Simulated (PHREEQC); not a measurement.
Solution (25 °C): 0.17 mol/kgw HF, 0.00027 mol/kgw KF and 0.0013 mol/kgw (NH4)2SiF6. Closed to the air; pH follows from the charge balance.

Equilibrium calculation in PHREEQC: ion-association model, phreeqc.dat.

```tsv
quantity	before	after
pH	1.90	1.67
ionic strength (mol/kgw)	0.0183	0.0284
F- (mol/kgw)	0.00915	0.0113
HF2- (mol/kgw)	0.00529	0.0131
NH3 (mol/kgw)	1.01e-10	5.84e-11
```

Problem. Name the change that produced these shifts.
A. (NH4)2SiF6 replaced by NH4HSO4 at the same molality
B. KF from 0.00027 to 0.000135 mol/kgw
C. KF left out
D. HF from 0.17 to 0.34 mol/kgw
E. diluted 5-fold with water

Solution. D, HF from 0.17 to 0.34 mol/kgw

Precipitation was switched off in this run. SiF6-2 is the database's only silicon fluoride.
